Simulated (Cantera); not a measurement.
Input: 1 mol FeS2, 0.87 mol H2, 0.51 mol H2O, equilibrated at 1023 K and 75.0 Torr.

Method: chemical equilibrium by Gibbs-energy minimisation in Cantera with the NASA 1993 tables (ideal gas, pure condensed phases). Candidate condensed phases: Fe, FeO, Fe(OH)2, Fe(OH)3, FeS, FeSO4, FeS2, Fe2O3, Fe2(SO4)3, Fe3O4, H2O, H2SO4, S; 22 gas species. FeS: taken at fixed stoichiometry. Gases not in the tables: S3 to S7. Equilibrium is a limit: real reactors are often held back by kinetics, nucleation or transport.

Base state: H2S 0.527, H2O 0.342, S2 0.0721, H2 0.0583, SO2 0.000379, S2O 8.78e-5, SH 6.50e-5 (mole fractions); condensed: FeS(s).

Question: What changes in the equilibrium state with this change: H2 from 0.87 to 700 mol?

Answer: 
```json
[
 {"species": "H2", "before": "0.0583", "after": "0.998"},
 {"species": "H2S", "before": "0.527", "after": "0.00143"},
 {"species": "H2O", "before": "0.342", "after": "0.000728"},
 {"species": "S2", "before": "0.0721", "after": "1.80e-9"},
 {"species": "SO2", "before": "0.000379", "after": "<1e-9"},
 {"species": "S2O", "before": "8.78e-5", "after": "<1e-9"},
 {"species": "SH", "before": "6.50e-5", "after": "4.25e-8"},
 {"species": "FeS(s), mol", "before": "1.00", "after": "1.00"}
]
```
